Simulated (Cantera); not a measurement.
# Ignition delay

Mixture: 12.6 % H2, 14.4 % O2, 73.0 % N2, equivalence ratio 0.44, at 465 Torr, adiabatic and at constant pressure. Ignition delay is the time to a rise of 400 K.

Computed with Cantera and the H2/O2 subset of GRI-Mech 3.0, which has no nitrogen chemistry. Where the delays flatten at high temperature, the 400 K rule measures the pace of heat release, not the induction time.

| T0 (K) | delay (ms) |
|---|---|
| 1075 | 0.226 |
| 1150 | 0.151 |
| 1225 | 0.116 |
| 1300 | 0.100 |
| 1375 | 0.0942 |
| 1450 | 0.0946 |
| 1525 | 0.0994 |
